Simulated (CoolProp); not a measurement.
A single-stage vapour-compression cycle with the fluid: evaporating at 241.15 K (dew point), condensing at 282.15 K (bubble point), superheat 5 K, subcooling 0 K, compressor efficiency 0.8, no pressure losses. The same conditions are run with several fluids, on thermodynamics alone (safety and materials aside).

Values from CoolProp's reference Helmholtz-energy equation of state of each fluid (hydrogen chloride: Thol 2018; sulfur hexafluoride: Guder 2009; C3F8 (R218): Lemmon 2006; ethane: Bücker 2006; CH2F2 (R32): Tillner-Roth 1997; nitrous oxide: Lemmon 2006).

```csv
fluid,cooling COP,pressure ratio,discharge temperature (K),refrigerating effect (kJ/kg),volumetric capacity (kJ/m³)
hydrogen chloride,3.56,…,358.6,301,6190
sulfur hexafluoride,3.36,3.47,291.6,…,…
C3F8 (R218),3.41,…,282.1,64.4,784
ethane,3.28,2.94,313.2,270,4710
CH2F2 (R32),…,4.27,345.2,…,2020
nitrous oxide,3.36,3.17,335.5,218,6730
```

Task: Some entries are withheld; supply them.

Result: 
- hydrogen chloride, pressure ratio: 3.22
- sulfur hexafluoride, refrigerating effect (kJ/kg): 65.7
- sulfur hexafluoride, volumetric capacity (kJ/m³): 2400
- C3F8 (R218), pressure ratio: 4.39
- CH2F2 (R32), cooling COP: 3.85
- CH2F2 (R32), refrigerating effect (kJ/kg): 294

The compression ends wet for: C3F8 (R218).
